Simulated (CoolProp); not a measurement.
Oxygen at 298.15 K and 0.159 MPa is throttled through a valve to 0.0205 MPa with no heat exchange. Each further row changes one setting.

Computed with CoolProp (reference Helmholtz-energy equation of state, Schmidt 1985).

| case | final density (kg/m³) |
|---|---|
| as stated | 0.265 |
| outlet pressure 0.00615 MPa | 0.0795 |
| outlet pressure 0.0267 MPa | 0.345 |
